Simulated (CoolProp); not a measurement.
Values from CoolProp's reference Helmholtz-energy equation of state, Wu 2011.

### Question
For dimethyl ether, give the phase and the Z, speed of sound (m/s), isothermal compressibility (1/MPa), expansivity (1/kK) at 268 K and 1.95 bar.

### Answer
- 268 K and 1.95 bar: gas; Z 0.946, speed of sound 227, isothermal compressibility 5.44, expansivity 4.59
